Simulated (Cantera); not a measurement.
## Diamond growth

A diamond (100) surface in a fixed gas of H2 with x(CH4) = 0.014, x(H) = 0.0094, x(CH3) = 5.5e-05, 0.0160 bar; coverages are run to steady state.

Detailed kinetics in Cantera: the Harris–Goodwin 1993 mechanism for the reconstructed diamond (100) surface.

| T (K) | growth (µm/h) | θ c6HH | θ c6H* | θ c6*H | θ c6** | θ c6HM |
|---|---|---|---|---|---|---|
| 950 | 0.358 | 0.640 | 0.0141 | 0.334 | 0.00667 | 0.00387 |
| 1025 | 0.467 | 0.572 | 0.0205 | 0.392 | 0.0115 | 0.00258 |
| 1100 | 0.441 | 0.511 | 0.0279 | 0.441 | 0.0183 | 0.00133 |
| 1175 | 0.276 | 0.456 | 0.0357 | 0.480 | 0.0269 | 0.000437 |
| 1250 | 0.177 | 0.409 | 0.0438 | 0.510 | 0.0373 | 0.000109 |
| 1325 | 0.164 | 0.368 | 0.0518 | 0.531 | 0.0491 | 2.61e-5 |
| 1400 | 0.155 | 0.333 | 0.0596 | 0.545 | 0.0619 | 6.17e-6 |
θ: site fractions in the mechanism's names (c6HH fully hydrogenated, c6H* and c6*H radical sites, c6** diradical, c6HM methylated).
